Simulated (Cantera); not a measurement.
Input: 1 mol Ti(OiPr)4, 1.3 mol H2, equilibrated at 3.70 mbar.

Method: chemical equilibrium by Gibbs-energy minimisation in Cantera with the NASA 1993 tables (ideal gas, pure condensed phases). Candidate condensed phases: C, C6H6, C7H8, C8H18, H2O, Ti, TiC, TiO, TiO2, Ti2O3, Ti3O5, Ti4O7; 113 gas species. The feed counts by its element totals alone. TiC: taken at fixed stoichiometry. Condensed phases not in the tables: Magnéli phases beyond Ti4O7. Equilibrium is a limit: real reactors are often held back by kinetics, nucleation or transport.

x: gas mole fraction; n: condensed amount in mol.

```
T (K)   x H2   x CO       x H  x C2H2 (acetylene)  n C(graphite)  n TiO2(rutile)  n Ti4O7(s)  n TiC(s)
-----  -----  -----  --------  ------------------  -------------  --------------  ----------  --------
1000   0.884  0.115   3.51e-8             1.01e-9          10.00            1.00           0         0
1100   0.872  0.128   3.97e-7             1.16e-8           9.75               0       0.250         0
1200   0.793  0.207   2.89e-6             8.14e-8           7.00               0           0      1.00
1300   0.793  0.207   1.62e-5             4.57e-7           7.00               0           0      1.00
1400   0.793  0.207   7.12e-5             2.00e-6           7.00               0           0      1.00
1500   0.793  0.207       ___                 ___           7.00               0           0      1.00
1600   0.792  0.207  0.000795             2.18e-5           7.00               0           0      1.00
1700   0.791  0.207   0.00215             5.80e-5           7.00               0           0      1.00
1800   0.788  0.207   0.00522            0.000138           6.99               0           0      1.00
1900   0.782  0.206    0.0115            0.000299           6.99               0           0     1.000
2000   0.771  0.205    0.0235            0.000592           6.98               0           0     1.000
2100   0.752  0.203       ___                 ___           6.96               0           0     1.000
2200   0.720  0.199    0.0786             0.00185           6.93               0           0     1.000
```

Task: Complete the blanks.

Result: 
- 1500, x H: 0.000258
- 1500, x C2H2 (acetylene): 7.15e-6
- 2100, x H: 0.0444
- 2100, x C2H2 (acetylene): 0.00109
